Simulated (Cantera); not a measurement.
Input: 1 mol PbS, 1300 mol H₂, at 1998.15 K and 25.0 Pa.

Equilibrium computed with Cantera from the NASA thermochemical tables; the gas is ideal and each condensed phase is pure. Candidate condensed phases: Pb, PbS, S; 10 gas species. Equilibrium is a limit: real reactors are often held back by kinetics, nucleation or transport.

**Question.** What is the equilibrium state?

**Answer.** 
```json
{
  "x(H₂)": "0.902",
  "x(H)": "0.0965",
  "x(Pb)": "0.000731",
  "x(S)": "0.000518",
  "x(SH)": "0.000176",
  "x(H₂S)": "2.21e-5",
  "x(S₂)": "6.81e-6",
  "gas_amount": "1368 mol",
  "log10 activity of S(l) (absent)": "-5.96",
  "log10 activity of Pb(l) (absent)": "-6.68"
}
```
